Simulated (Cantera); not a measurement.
A freely propagating, adiabatic, planar premixed flame of CH4 : H2 : O2 : N2 = 1 : 0.079 : 2.1 : 5.89 (molar parts), equivalence ratio 0.97, unburnt at 350 K and 1.30 bar; mixture-averaged transport, grid criteria slope 0.08 and curve 0.16, no radiation.

Model: GRI-Mech 3.0 (53 species, 325 reactions), integrated in Cantera. Burning velocities carry a grid error of a few per cent, more on coarse grids.

Task: Predict: laminar burning velocity; thermal thickness; peak x(C2H2).

Result: 
```
Quantity                      Value
------------------------  ---------
laminar burning velocity  77.5 cm/s
thermal thickness          0.234 mm
peak x(C2H2)               0.000145
```
